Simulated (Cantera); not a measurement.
Input: 1 mol CH₃SiCl₃, 0.12 mol C₂H₂, 1400 mol H₂, equilibrated at 2173.15 K and 1700 Pa.

Method: chemical equilibrium by Gibbs-energy minimisation in Cantera with the NASA 1993 tables (ideal gas, pure condensed phases). Candidate condensed phases: C, C₆H₆, C₇H₈, C₈H₁₈, Si, SiC; 109 gas species. The feed counts by its element totals alone. Kinetics and transport are ignored.

Base state: H₂ 0.960, H 0.0363, HCl 0.00204, Si 0.000627, C₂H₂ (acetylene) 0.000417, Cl 5.62e-5, SiH 3.74e-5, SiC₂ 1.07e-5 (mole fractions); condensed: gas only.

**Question.** What changes in the equilibrium state with this change: temperature from 2173.15 K to 2423 K?

**Answer.** 
```json
[
 {"species": "H₂", "before": "0.960", "after": "0.870"},
 {"species": "H", "before": "0.0363", "after": "0.127"},
 {"species": "HCl", "before": "0.00204", "after": "0.00181"},
 {"species": "Si", "before": "0.000627", "after": "0.000632"},
 {"species": "Cl", "before": "5.62e-5", "after": "0.000188"},
 {"species": "SiH", "before": "3.74e-5", "after": "2.29e-5"},
 {"species": "SiC₂", "before": "1.07e-5", "after": "7.73e-6"}
]
```

**Question.** What changes in the equilibrium state with this change: temperature from 2173.15 K to 1150 K?

**Answer.** 
```json
[
 {"species": "H₂", "before": "0.960", "after": "0.998"},
 {"species": "HCl", "before": "0.00204", "after": "0.00214"},
 {"species": "CH₄", "before": "1.94e-6", "after": "0.000171"},
 {"species": "H", "before": "0.0363", "after": "5.72e-7"},
 {"species": "Si", "before": "0.000627", "after": "<1e-9"},
 {"species": "C₂H₂ (acetylene)", "before": "0.000417", "after": "7.20e-9"},
 {"species": "Cl", "before": "5.62e-5", "after": "1.08e-9"},
 {"species": "SiH", "before": "3.74e-5", "after": "<1e-9"},
 {"species": "SiC(s), mol", "before": "0", "after": "1.000"}
]
```
